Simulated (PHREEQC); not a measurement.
## Copper plating or etch bath

A solution holds 16 mmol/kgw Cu(NO3)2, 0.84 mmol/kgw H2SO4 and 0.13 mmol/kgw H3BO3, at 25 °C. Closed to the air; pH follows from the charge balance.

All values are PHREEQC results (ion-association model, phreeqc.dat), not measurements.

The pH is 2.85. The ionic strength is 0.0491 mol/kgw and the specific conductance is 3860 µS/cm. The total alkalinity is -1.68 meq/kg.

```csv
species,molality,activity,log γ
NO3-,0.0320,0.0259,-0.093
Cu+2,0.0157,0.00759,-0.315
H+,0.00164,0.00140,-0.068
SO4-2,0.000470,0.000218,-0.333
CuSO4,0.000334,0.000338,0.005
H3BO3,0.000130,0.000131,0.005
HSO4-,3.62e-5,2.98e-5,-0.085
CuOH+,6.60e-8,5.40e-8,-0.088
Cu2(OH)2+2,2.79e-9,1.28e-9,-0.340
```

This is a speciation only: nothing precipitates in the calculation. Complexes and solids missing from the database can't appear.
